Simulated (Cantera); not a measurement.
Charge: 1 mol CO, 0.73 mol H2, held at 1750 K and 7.50 Torr.

Equilibrium computed with Cantera from the NASA thermochemical tables; the gas is ideal and each condensed phase is pure. Candidate condensed phases: C, C6H6, C7H8, C8H18, H2O; 110 gas species. Rates play no part.

Base state: CO 0.578, H2 0.421, H 0.00151 (mole fractions); condensed: gas only.

What changes in the equilibrium state with this change: temperature from 1750 K to 1998 K?


```csv
species,before,after
CO,0.578,0.575
H2,0.421,0.415
H,0.00151,0.0103
```

What changes in the equilibrium state with this change: temperature from 1750 K to 2498 K?


| species | before | after |
|---|---|---|
| CO | 0.578 | 0.537 |
| H2 | 0.421 | 0.321 |
| H | 0.00151 | 0.141 |
